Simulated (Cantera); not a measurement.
A freely propagating, adiabatic, planar premixed flame of CH₃OH : O₂ : N₂ = 1 : 1.15 : 4.34 (molar parts), unburnt at 450 K and 750 Torr; mixture-averaged transport, grid criteria slope 0.08 and curve 0.16, no radiation.

Detailed kinetics in Cantera: GRI-Mech 3.0 (53 species, 325 reactions). GRI-Mech 3.0 was tuned for natural gas; its chemistry of methanol as a main component is partial and can be far from experiment. Burning velocities carry a grid error of a few per cent, more on coarse grids.

Q: Predict: laminar burning velocity; thermal thickness; peak x(C₂H₄); peak x(H); peak x(CH₂O).

A: 
```
Item                          Value
------------------------  ---------
laminar burning velocity  97.0 cm/s
thermal thickness          0.245 mm
peak x(C₂H₄)                5.01e-6
peak x(H)                    0.0156
peak x(CH₂O)                 0.0129
```
